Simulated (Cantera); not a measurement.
## Equilibrium for silicon nitride deposition: Si₂Cl₆ + NH₃ + H₂

A closed system holds: 1 mol Si₂Cl₆, 26 mol NH₃, 14 mol H₂.

Cantera equilibrium calculation (NASA polynomials, part measured and part estimated; ideal gas, pure solids and liquids). Candidate condensed phases: NH₄Cl, Si, Si₃N₄; 28 gas species. The feed counts by its element totals alone. The tables' values for SiCl₃ are old estimates. Equilibrium is a limit: real reactors are often held back by kinetics, nucleation or transport.

Stable condensed phases:

```
T in K \ P in Pa
              5     26    140    710   3700  19000 100000
   1573       A      A      B      B      B      B      B
   1498       A      B      B      B      B      B      B
   1423       A      B      B      B      B      B      B
   1348       B      B      B      B      B      B      B
   1273       B      B      B      B      B      B      B
   1198       B      B      B      B      B      B      B
   1123       B      B      B      B      B      B      B
   1048       B      B      B      B      B      B      B
    973       B      B      B      B      B      B      B
```

A: Si; B: Si₃N₄.
